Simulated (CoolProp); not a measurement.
Vapour-liquid equilibrium of CH2F2 (R32) (1) + R142b (2) at 1.34 MPa; x and y are mole fractions of (1).

Values from CoolProp's multi-fluid Helmholtz-energy mixture model, Tillner-Roth 1997 and Lemmon 2006; pair parameters Bell 2016.

Give the bubble temperature and the first vapour's composition at x = 0.25, 0.75, 0.95. Is there an azeotrope?

x = 0.25: 324.6 K, y = 0.537; x = 0.75: 297.2 K, y = 0.903; x = 0.95: 291.1 K, y = 0.980. No azeotrope shows between x = 0.05 and 0.95.

The pair parameters rest on a limited set of measurements; away from them the model extrapolates. The gap from Raoult's law changes sign with composition, which may be real or a fault of the pair parameters; it wasn't checked against measurements.
